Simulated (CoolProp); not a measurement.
Aqueous potassium carbonate as a coolant, 15 % by mass, freezing at -5.9 °C, 1 atm.

Model: Melinder's fits for secondary coolants, in CoolProp.

```csv
T (°C),viscosity (mPa s),conductivity (W/(m K)),cp (kJ/(kg K)),Prandtl number
-0.7,___,___,3.465,15.5
3.7,2.17,0.557,3.473,13.5
8.1,1.93,0.564,3.481,11.9
12.5,___,___,3.488,10.6
16.9,1.56,0.578,3.496,9.46
21.3,1.42,___,___,8.51
25.7,1.30,0.593,3.511,7.69
30.1,1.19,0.600,3.518,6.98
34.5,1.09,___,___,6.35
```

Task: Some entries are withheld; supply them.

Result: 
- -0.7, viscosity (mPa s): 2.46
- -0.7, conductivity (W/(m K)): 0.550
- 12.5, viscosity (mPa s): 1.73
- 12.5, conductivity (W/(m K)): 0.571
- 21.3, conductivity (W/(m K)): 0.585
- 21.3, cp (kJ/(kg K)): 3.503
- 34.5, conductivity (W/(m K)): 0.608
- 34.5, cp (kJ/(kg K)): 3.524
